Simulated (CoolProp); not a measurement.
Vapour-liquid equilibrium of R125 (1) + n-butane (2) at -12.95 °C; x and y are mole fractions of (1).

Model: multi-fluid Helmholtz-energy mixture model, Lemmon 2005 and Bücker 2006; pair parameters Bell 2016, in CoolProp.

| x | bubble pressure (MPa) | y at the bubble point | dew pressure at overall composition x (MPa) | liquid density (mol/L) |
|---|---|---|---|---|
| 0.05 | 0.1453 | 0.583 | 0.06473 | 10.59 |
| 0.125 | 0.2364 | 0.751 | 0.07025 | 10.62 |
| 0.2 | 0.2955 | 0.807 | 0.07679 | 10.65 |
| 0.275 | 0.3325 | 0.834 | 0.08465 | 10.68 |
| 0.35 | 0.3551 | 0.848 | 0.09427 | 10.71 |
| 0.425 | 0.3691 | 0.857 | 0.1063 | 10.75 |
| 0.5 | 0.3785 | 0.864 | 0.1219 | 10.79 |
| 0.575 | 0.3861 | 0.870 | 0.1427 | 10.84 |
| 0.65 | 0.3936 | 0.877 | 0.1719 | 10.90 |
| 0.725 | 0.4019 | 0.887 | 0.2156 | 10.98 |
| 0.8 | 0.4114 | 0.902 | 0.2864 | 11.08 |
| 0.875 | 0.4216 | 0.926 | 0.3912 | 11.21 |
| 0.95 | 0.4312 | 0.963 | 0.4286 | 11.36 |

No azeotrope shows between x = 0.05 and 0.95.

Pair parameters are fitted to limited data, so mixtures are less certain than the pure fluids. With so large a gap from Raoult's law the liquid may split in two, which this calculation doesn't test in full.
